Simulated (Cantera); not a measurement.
Input: 1 mol n-butane, 0.035 mol O₂, 1.5 mol H₂, held at 13.3 mbar.

These are equilibrium values from Cantera (NASA tables, ideal gas, pure condensed phases), not measurements of a reactor. Candidate condensed phases: C, C₆H₆, C₇H₈, C₈H₁₈, H₂O; 110 gas species. Rates play no part.

log p: log10 of the partial pressure in bar; n: condensed amount in mol.

```
T (K)  log p H₂  log p H  log p C₃  log p C₂H₂ (acetylene)  log p CO  log p C₂H  n C(graphite)
-----  --------  -------  --------  ----------------------  --------  ---------  -------------
1048      -1.88    -9.05      <-13                  -10.28     -3.85       <-13           3.93
1248      -1.88    -7.27      <-13                   -8.49     -3.85       <-13           3.93
1448      -1.88    -5.98      <-13                   -7.20     -3.85       <-13           3.93
1648      -1.88    -4.99      <-13                   -6.23     -3.85          ?           3.93
1848      -1.88    -4.22    -12.32                   -5.47     -3.85          ?           3.93
2048      -1.89    -3.59    -10.06                   -4.87     -3.85          ?           3.92
2248      -1.91    -3.09     -8.20                   -4.39     -3.86          ?           3.89
2448      -1.96    -2.68     -6.66                   -4.02     -3.88          ?           3.83
2648      -2.06    -2.36     -5.36                   -3.77     -3.93          ?           3.71
2848      -2.25    -2.14     -4.25                   -3.66     -3.99          ?           3.43
3048      -2.56    -2.02     -3.29                   -3.71     -4.08          ?           1.87
```

Question: Fill in the missing entries.

Answer: 
- 1648, log p C₂H: -11.70
- 1848, log p C₂H: -9.78
- 2048, log p C₂H: -8.23
- 2248, log p C₂H: -6.97
- 2448, log p C₂H: -5.94
- 2648, log p C₂H: -5.09
- 2848, log p C₂H: -4.41
- 3048, log p C₂H: -3.90
